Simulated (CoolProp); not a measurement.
R123 at 373.88 K and 0.479 MPa flows at 16 m/s in a round tube of 1 mm bore and 1.5 µm roughness, fully developed (64/Re and Nu = 3.66 if laminar; Colebrook and Gnielinski if turbulent). Each further row changes one setting.

The numbers come from the reference Helmholtz-energy equation of state, Younglove 1994 in CoolProp. It is a modified Benedict-Webb-Rubin equation, recast in Helmholtz form.

```
case             Reynolds number  Darcy friction factor  pressure drop (Pa/m)  heat-transfer coefficient (W/(m² K))  mass flow (kg/h)
---------------  ---------------  ---------------------  --------------------  ------------------------------------  ----------------
as stated                    ___                    ___                 90000                                  1250              1.18
velocity 32 m/s            62700                    ___                331000                                   ___               ___
diameter 2 mm              62700                    ___                   ___                                  1050               ___
```

Problem. What belongs in the gaps?

Solution. 
- as stated, Reynolds number: 31300
- as stated, Darcy friction factor: 0.0269
- velocity 32 m/s, Darcy friction factor: 0.0247
- velocity 32 m/s, heat-transfer coefficient (W/(m² K)): 2320
- velocity 32 m/s, mass flow (kg/h): 2.37
- diameter 2 mm, Darcy friction factor: 0.0226
- diameter 2 mm, pressure drop (Pa/m): 37800
- diameter 2 mm, mass flow (kg/h): 4.73

Viscosity comes from a separate model (Tanaka 1996). Thermal conductivity comes from a separate model (Laesecke 1996).
